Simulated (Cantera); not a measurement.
Standard-state values (1 bar) from the NASA 1993 polynomials, evaluated with Cantera. Values are per mole of reaction as written; species without (g) are pure solids or liquids, kept so even where they would boil at 1 bar. VN: taken at fixed stoichiometry.

VN + 4 O(g) → VO₂(g) + NO₂(g)

```tsv
T (K)	ΔH° (kJ)	ΔS° (J/K)	ΔG° (kJ)	log10 K
1973	-1030.8	-239.6	-558.0	14.77
1998	-1031.5	-240.0	-552.0	14.43
2023	-1032.3	-240.4	-546.0	14.10
2048	-1033.1	-240.8	-539.9	13.77
2073	-1033.9	-241.2	-533.9	13.45
2098	(withheld)	(withheld)	(withheld)	(withheld)
2123	(withheld)	(withheld)	(withheld)	(withheld)
2148	(withheld)	(withheld)	(withheld)	(withheld)
2173	-1037.1	-242.7	-509.7	12.25
2198	-1037.9	-243.1	-503.6	11.97
```

### Question
Complete the blanks.

### Answer

- 2098, ΔH° (kJ): -1034.7
- 2098, ΔS° (J/K): -241.6
- 2098, ΔG° (kJ): -527.9
- 2098, log10 K: 13.14
- 2123, ΔH° (kJ): -1035.5
- 2123, ΔS° (J/K): -242.0
- 2123, ΔG° (kJ): -521.8
- 2123, log10 K: 12.84
- 2148, ΔH° (kJ): -1036.3
- 2148, ΔS° (J/K): -242.3
- 2148, ΔG° (kJ): -515.8
- 2148, log10 K: 12.54
